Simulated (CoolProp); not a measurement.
Tetrahydrofuran along the isotherm 456.9 K: density (kg/m³) from the reference equation and from simpler models built on Tc = 540.2 K, pc = 5.304 MPa, ω = 0.234; each cubic takes its own stable root.

Model: reference Helmholtz-energy equation of state, Fiedler 2023, in CoolProp.

```json
[
 {"p (MPa)": "0.168", "phase": "gas", "reference": "3.249"},
 {"p (MPa)": "0.283", "phase": "gas", "reference": "5.547"},
 {"p (MPa)": "0.478", "phase": "gas", "reference": "9.598"},
 {"p (MPa)": "0.806", "phase": "gas", "reference": "16.92"},
 {"p (MPa)": "1.36", "phase": "gas", "reference": "31.32"},
 {"p (MPa)": "2.3", "phase": "liquid", "reference": "679.4"},
 {"p (MPa)": "3.88", "phase": "liquid", "reference": "685.6"},
 {"p (MPa)": "6.54", "phase": "liquid", "reference": "695.0"},
 {"p (MPa)": "11", "phase": "liquid", "reference": "708.4"},
 {"p (MPa)": "18.6", "phase": "liquid", "reference": "727.0"},
 {"p (MPa)": "31.4", "phase": "liquid", "reference": "751.2"},
 {"p (MPa)": "53", "phase": "liquid", "reference": "781.8"}
]
```

### Question
How far does each simpler model (van der Waals, Redlich-Kwong) lie from the reference over these 12 states: mean and median of the absolute difference, and the worst?

### Answer
- van der Waals: mean 25.3 %, median 30.6 %, worst -91.5 % at 456.9 K and 2.3 MPa
- Redlich-Kwong: mean 6.3 %, median 5.9 %, worst -15.1 % at 456.9 K and 2.3 MPa

At some of these states van der Waals gives the other phase, because its saturation line lies elsewhere.
